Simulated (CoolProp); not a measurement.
Vapour-liquid equilibrium of dimethyl ether (1) + 1-butene (2) at 302.2 K; x and y are mole fractions of (1).

Computed with CoolProp (multi-fluid Helmholtz-energy mixture model, Wu 2011 and Lemmon 2005; pair parameters Bell 2016).

Task: Give the bubble pressure and the first vapour's composition at x = 0.35, 0.725, 0.875. Is there an azeotrope?

Result: x = 0.35: 0.4797 MPa, y = 0.514; x = 0.725: 0.5953 MPa, y = 0.811; x = 0.875: 0.6335 MPa, y = 0.913. No azeotrope shows between x = 0.05 and 0.95.

The pair parameters rest on a limited set of measurements; away from them the model extrapolates.
